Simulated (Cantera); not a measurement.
Cantera run, input and output.

```python
import numpy as np
import cantera as ct

gas = ct.Solution("h2o2.yaml")
gas.TPX = 325, 1000000, {'H2': 1, 'O2': 0.556, 'N2': 2.61}
flame = ct.FreeFlame(gas, width=0.008)
flame.set_refine_criteria(ratio=3, slope=0.08, curve=0.16)
flame.transport_model = "mixture-averaged"
flame.solve(loglevel=0, auto=True)
flame.transport_model = "multicomponent"
flame.soret_enabled = False
flame.solve(loglevel=0, refine_grid=True)
z, T = flame.grid, flame.T
thick = (T[-1] - T[0]) / np.gradient(T, z).max()
show = ['H2', 'O2', 'H2O', 'H2O2', 'HO2', 'OH']
print(f"laminar burning velocity  {flame.velocity[0] * 100:.3f} cm/s")
print(f"burnt temperature         {T[-1]:.1f} K")
print(f"thermal thickness         {thick * 1e3:.4f} mm")
print(f"grid points               {len(z)}")
z0 = z[flame.heat_release_rate.argmax()]
print(f"{'z/mm':>9s}{'T/K':>9s}{'u/(m/s)':>9s}" + "".join(f"{s:>11s}" for s in show))
rows = []
for k in (-3, -2, -1.5, -1, -0.5, -0.25, 0, 0.25, 0.5, 1, 2, 4, 8):
    zz = z0 + k * thick
    rows.append([k * thick, np.interp(zz, z, T), np.interp(zz, z, flame.velocity),
                 *(np.interp(zz, z, flame.X[gas.species_index(s)]) for s in show)])
    print(f"{rows[-1][0] * 1e3:9.3f}{rows[-1][1]:9.1f}{rows[-1][2]:9.3f}" + "".join(f"{x:11.3e}" for x in rows[-1][3:]))
```

It prints:

```
laminar burning velocity  63.706 cm/s
burnt temperature         2084.3 K
thermal thickness         0.0386 mm
grid points               113
     z/mm      T/K  u/(m/s)         H2         O2        H2O       H2O2        HO2         OH
   -0.116    325.1    0.636  2.387e-01  1.337e-01  4.273e-06  1.332e-08  9.163e-09  4.722e-14
   -0.077    326.7    0.635  2.332e-01  1.346e-01  8.498e-05  3.173e-07  2.167e-07  1.804e-12
   -0.058    332.9    0.640  2.231e-01  1.363e-01  5.777e-04  2.479e-06  1.714e-06  4.277e-11
   -0.039    374.9    0.698  1.941e-01  1.395e-01  5.465e-03  2.774e-05  2.193e-05  2.298e-09
   -0.019    677.2    1.197  1.271e-01  1.305e-01  4.923e-02  2.471e-04  4.991e-04  4.765e-06
   -0.010   1069.0    1.858  8.513e-02  1.056e-01  1.057e-01  2.935e-04  8.958e-04  2.694e-04
    0.000   1466.9    2.536  4.785e-02  7.181e-02  1.694e-01  3.433e-05  4.612e-04  1.460e-03
    0.010   1713.9    2.962  2.437e-02  4.621e-02  2.124e-01  4.763e-06  2.054e-04  3.591e-03
    0.019   1845.2    3.188  1.386e-02  3.374e-02  2.329e-01  3.202e-06  1.065e-04  5.140e-03
    0.039   1964.4    3.388  6.890e-03  2.565e-02  2.478e-01  1.998e-06  4.478e-05  5.469e-03
    0.077   2037.7    3.508  3.109e-03  2.241e-02  2.563e-01  1.137e-06  1.676e-05  4.075e-03
    0.154   2070.9    3.561  1.146e-03  2.129e-02  2.606e-01  5.916e-07  5.725e-06  2.621e-03
    0.309   2081.8    3.577  4.575e-04  2.107e-02  2.621e-01  3.523e-07  2.616e-06  1.809e-03
```

Computed with Cantera and the H2/O2 subset of GRI-Mech 3.0, which has no nitrogen chemistry. The hydrogen kinetics of GRI-Mech 3.0 are dated; newer H2 mechanisms differ, most at raised pressure. Burning velocities carry a grid error of a few per cent, more on coarse grids.
